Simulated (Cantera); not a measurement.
A Cantera script and what it prints.

```python
import numpy as np
import cantera as ct

gas_names = """
    H H2 N NH NH2 NH3 N2 N2H2 N2H4 Ni
""".split()
cond_names = """
    Ni(cr) Ni(L)
""".split()


# ... load() reads the species with a 1 bar reference pressure and builds the phases ...
atoms = {
    'Ni': {'Ni': 1},
    'NH3': {'N': 1, 'H': 3},
    'H2': {'H': 2},
}
top_T = {}  # K; cautious upper limits of use, not melting points


# ... equilibrate(T, P, feed) seeds the gas with the atoms and calls Mixture.equilibrate('TP', solver="vcs", rtol=1e-11, max_steps=5000) ...
results = []
feed = {'Ni': 1, 'NH3': 0.78, 'H2': 35}  # mol
T = 1298  # K
P = 340000  # Pa
mix = equilibrate(T, P, feed)
results.append((T, P, feed, dict(zip(mix.species_names, mix.species_moles))))
x = sorted(zip(gas.X, gas.species_names), reverse=True)
print(f"T = {T:g} K  P = {P:g} Pa  gas = {mix.phase_moles(0):.4g} mol")
print("   x: " + "  ".join(f"{s} {v:.3e}" for v, s in x if v > 0.001))
print("   condensed (mol): " + ("  ".join(f"{mix.phase(i).name} {mix.phase_moles(i):.4g}"
      for i in range(1, mix.n_phases) if mix.phase_moles(i) > 1e-12) or "none"))
```

Output:

```
T = 1298 K  P = 340000 Pa  gas = 36.56 mol
   x: H2 9.893e-01  N2 1.065e-02
   condensed (mol): Ni(cr) 1
```

These are equilibrium values from Cantera (NASA tables, ideal gas, pure condensed phases), not measurements of a reactor.
